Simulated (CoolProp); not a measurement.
Vapour-liquid equilibrium of isobutene (1) + ethanol (2) at 0.949 MPa; x and y are mole fractions of (1).

Computed with CoolProp (multi-fluid Helmholtz-energy mixture model, Lemmon 2005 and Schroeder 2014; pair parameters Bell 2016).

Question: Give the bubble temperature and the first vapour's composition at x = 0.35, 0.65, 0.725. Is there an azeotrope?

Answer: x = 0.35: 353.4 K, y = 0.894; x = 0.65: 348.8 K, y = 0.917; x = 0.725: 347.8 K, y = 0.923. No azeotrope shows between x = 0.05 and 0.95.

The pair parameters rest on a limited set of measurements; away from them the model extrapolates. With so large a gap from Raoult's law the liquid may split in two, which this calculation doesn't test in full.
